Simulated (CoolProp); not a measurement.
Properties of C3F8 (R218) at several states (Tc = 71.9 °C, pc = 2.640 MPa, ω = 0.317).

Model: reference Helmholtz-energy equation of state, Lemmon 2006, in CoolProp. It is a short technical equation, of lower accuracy than the large ones.

```csv
T (°C),p (MPa),phase,density (kg/m³),cp (kJ/(kg K)),cv (kJ/(kg K)),Joule-Thomson coefficient (K/MPa),isothermal compressibility (1/MPa),viscosity (µPa s)
161.55,0.228,gas,12.01,0.9709,0.9234,?,4.440,18.0
7.65,0.211,gas,18.03,0.7902,0.7300,16.87,5.049,11.3
-86.65,0.309,liquid,1795,?,0.5948,?,0.001397,1160
111.85,0.359,gas,21.75,0.9210,?,?,2.876,?
-129.45,1.55,liquid,1946,?,0.5049,?,0.0007905,4780
```

Question: Some entries are withheld; supply them.

Answer: 
- 161.55, Joule-Thomson coefficient (K/MPa): 4.199
- -86.65, cp (kJ/(kg K)): 0.8766
- -86.65, Joule-Thomson coefficient (K/MPa): -0.4048
- 111.85, cv (kJ/(kg K)): 0.8690
- 111.85, Joule-Thomson coefficient (K/MPa): 5.943
- 111.85, viscosity (µPa s): 16.1
- -129.45, cp (kJ/(kg K)): 0.8097
- -129.45, Joule-Thomson coefficient (K/MPa): -0.4699

Viscosity comes from a separate model (Huber 2003), an estimate that may be off by 10 % or more.
